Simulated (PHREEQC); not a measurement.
Na2HPO4 is added in steps, without added water, to 1 kg of water holding 0.3 mol HCl, 0.00032 mol NaCl and 0.00041 mol KCl, at 20 °C. O2 is buffered at 0.21 atm. CO2 from the air is kept out. Only these solids could form: Halite.

Base run: PHREEQC, ion-association model, wateq4f.dat. Each further column changes one thing. The table gives pH.

```tsv
Na2HPO4 added (mol)	base	all activity coefficients set to 1	database phreeqc.dat	Davies equation for every ion	Debye-Hückel limiting law
0	0.63	0.52	0.63	0.66	?
0.02625	0.71	0.61	0.71	0.74	0.88
0.04875	0.79	?	0.79	0.82	0.96
0.075	0.91	?	0.91	0.94	1.07
0.1013	1.07	0.98	1.07	1.10	?
0.1237	1.25	?	1.25	1.27	1.36
0.15	1.51	1.52	1.51	1.53	1.56
```

What belongs in the gaps?


- 0, Debye-Hückel limiting law: 0.80
- 0.04875, all activity coefficients set to 1: 0.69
- 0.075, all activity coefficients set to 1: 0.81
- 0.1013, Debye-Hückel limiting law: 1.22
- 0.1237, all activity coefficients set to 1: 1.18

H3PO4, which wateq4f.dat lacks, is added to it with the constant of phreeqc.dat.  phreeqc.dat and wateq4f.dat share most of their constants, so their agreement is no independent check. Solids allowed in the column 'database phreeqc.dat': Halite, Sylvite.
